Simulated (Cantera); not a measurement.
Cantera run:

```python
import numpy as np
import cantera as ct

gas_names = """
    H HO2 H2 H2O H2O2 O OH O2 O3 P PH PH3 PO PO2 P2 P4 P4O10
""".split()
cond_names = """
    H2O(s) H2O(L) P(cr) P(L) P4O10(s)
""".split()


# ... load() reads the species with a 1 bar reference pressure and builds the phases ...
atoms = {
    'PH3': {'P': 1, 'H': 3},
    'H2O': {'H': 2, 'O': 1},
    'O2': {'O': 2},
}
top_T = {'P4O10(s)': 690}  # K; cautious upper limits of use, not melting points


# ... equilibrate(T, P, feed) seeds the gas with the atoms and calls Mixture.equilibrate('TP', solver="vcs", rtol=1e-11, max_steps=5000) ...
results = []
feed = {'PH3': 1, 'H2O': 0.066, 'O2': 0.56}  # mol
T = 3048.15  # K
P = 13332.2  # Pa
mix = equilibrate(T, P, feed)
results.append((T, P, feed, dict(zip(mix.species_names, mix.species_moles))))
print(gas.report(threshold=1e-06))
for i in range(1, mix.n_phases):
    print(f"{mix.phase(i).name:16s} {mix.phase_moles(i):12.5e} mol")
```

Result:

```
       temperature   3048.2 K
          pressure   13332 Pa
           density   0.0092461 kg/m^3
  mean mol. weight   17.576 kg/kmol
   phase of matter   gas

                          1 kg             1 kmol
                     ---------------   ---------------
          enthalpy        7.3899e+06        1.2989e+08  J
   internal energy         5.948e+06        1.0454e+08  J
           entropy             14725         2.588e+05  J/K
    Gibbs function       -3.7493e+07       -6.5899e+08  J
 heat capacity c_p            1919.4             33736  J/K
 heat capacity c_v            1446.4             25422  J/K

                      mass frac. Y      mole frac. X     chem. pot. / RT
                     ---------------   ---------------   ---------------
                 H          0.016418           0.28628           -12.018
                H2          0.037571           0.32756           -24.035
               H2O          0.042074           0.04105           -44.232
                 O         0.0059915         0.0065822           -20.196
                OH          0.011959           0.01236           -32.214
                O2        0.00059262        0.00032552           -40.392
                 P          0.025246          0.014326           -16.971
                PH         0.0013489        0.00074134           -28.988
                PO           0.74672           0.27941           -37.167
               PO2          0.094007          0.026239           -57.363
                P2           0.01807          0.005127           -33.941
     [   +6 minor]        4.2862e-07        2.2399e-07

P(L)              0.00000e+00 mol
```

Cantera equilibrium calculation (NASA polynomials, part measured and part estimated; ideal gas, pure solids and liquids). Gases not in the tables: HPO2, HPO3 and P4O6.
